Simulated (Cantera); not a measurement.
What does this Cantera script print?

```python
import numpy as np
import cantera as ct

gas = ct.Solution("h2o2.yaml")
gas.TPX = 675, 100000, {'H2': 1, 'O2': 0.238, 'N2': 0.714, 'H2O': 0.2}
flame = ct.FreeFlame(gas, width=0.04)
flame.set_refine_criteria(ratio=3, slope=0.08, curve=0.16)
flame.transport_model = "mixture-averaged"
flame.solve(loglevel=0, auto=True)
z, T = flame.grid, flame.T
thick = (T[-1] - T[0]) / np.gradient(T, z).max()
show = ['H2', 'O2', 'H2O', 'HO2', 'H2O2', 'OH']
print(f"laminar burning velocity  {flame.velocity[0] * 100:.3f} cm/s")
print(f"burnt temperature         {T[-1]:.1f} K")
print(f"thermal thickness         {thick * 1e3:.4f} mm")
print(f"grid points               {len(z)}")
z0 = z[flame.heat_release_rate.argmax()]
print(f"{'z/mm':>9s}{'T/K':>9s}{'u/(m/s)':>9s}" + "".join(f"{s:>11s}" for s in show))
rows = []
for k in (-3, -2, -1.5, -1, -0.5, -0.25, 0, 0.25, 0.5, 1, 2, 4, 8):
    zz = z0 + k * thick
    rows.append([k * thick, np.interp(zz, z, T), np.interp(zz, z, flame.velocity),
                 *(np.interp(zz, z, flame.X[gas.species_index(s)]) for s in show)])
    print(f"{rows[-1][0] * 1e3:9.3f}{rows[-1][1]:9.1f}{rows[-1][2]:9.3f}" + "".join(f"{x:11.3e}" for x in rows[-1][3:]))
```

It prints:

```
laminar burning velocity  1112.984 cm/s
burnt temperature         2259.5 K
thermal thickness         0.4380 mm
grid points               139
     z/mm      T/K  u/(m/s)         H2         O2        H2O        HO2       H2O2         OH
   -1.314    675.0   11.130  4.647e-01  1.106e-01  9.294e-02  2.845e-12  3.656e-14  1.329e-18
   -0.876    675.0   11.130  4.647e-01  1.106e-01  9.294e-02  1.406e-10  6.179e-14  7.644e-15
   -0.657    675.0   11.130  4.647e-01  1.106e-01  9.294e-02  6.024e-09  1.349e-12  7.151e-13
   -0.438    675.0   11.130  4.647e-01  1.106e-01  9.294e-02  1.166e-06  7.352e-10  5.727e-10
   -0.219    695.1   11.412  4.612e-01  1.104e-01  9.442e-02  2.749e-04  2.846e-06  5.829e-05
   -0.110    884.8   14.235  4.321e-01  1.046e-01  1.140e-01  2.201e-04  7.873e-06  6.003e-04
    0.000   1262.6   19.767  3.372e-01  6.895e-02  1.933e-01  8.865e-05  2.452e-06  2.361e-03
    0.110   1524.4   23.643  2.492e-01  1.995e-02  2.880e-01  2.293e-05  1.403e-06  4.888e-03
    0.219   1640.1   25.296  2.271e-01  4.660e-03  3.192e-01  5.108e-06  9.342e-07  5.797e-03
    0.438   1752.0   26.814  2.294e-01  1.191e-03  3.284e-01  1.311e-06  5.921e-07  6.364e-03
    0.876   1867.0   28.322  2.386e-01  7.500e-04  3.326e-01  8.190e-07  3.389e-07  6.378e-03
    1.752   1978.9   29.751  2.476e-01  4.532e-04  3.374e-01  5.083e-07  1.800e-07  5.770e-03
    3.504   2077.0   30.971  2.554e-01  2.316e-04  3.421e-01  2.805e-07  9.204e-08  4.650e-03
```

Cantera simulation using the H2/O2 subset of GRI-Mech 3.0, which has no nitrogen chemistry; the numbers are that mechanism's predictions, not measurements. Burning velocities carry a grid error of a few per cent, more on coarse grids.
